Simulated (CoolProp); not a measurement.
Vapour-liquid equilibrium of toluene (1) + o-xylene (2) at 452.6 K; x and y are mole fractions of (1).

Computed with CoolProp (multi-fluid Helmholtz-energy mixture model, Lemmon 2006 and Zhou 2012; pair parameters Bell 2016).

```csv
x,bubble pressure (MPa),y at the bubble point,dew pressure at overall composition x (MPa),liquid density (mol/L)
0.05,0.2487,0.094,0.2426,6.948
0.125,0.2682,0.221,0.2532,6.998
0.2,0.2883,0.334,0.2647,7.049
0.275,0.3088,0.433,0.2775,7.100
0.35,0.3296,0.520,0.2916,7.151
0.425,0.3505,0.598,0.3072,7.203
0.5,0.3715,0.668,0.3246,7.255
0.575,0.3925,0.730,0.3440,7.308
0.65,0.4135,0.787,0.3659,7.362
0.725,0.4345,0.839,0.3906,7.416
0.8,0.4555,0.887,0.4186,7.471
0.875,0.4765,0.931,0.4501,7.528
0.95,0.4976,0.973,0.4857,7.585
```

No azeotrope shows between x = 0.05 and 0.95.

The pair parameters rest on a limited set of measurements; away from them the model extrapolates.
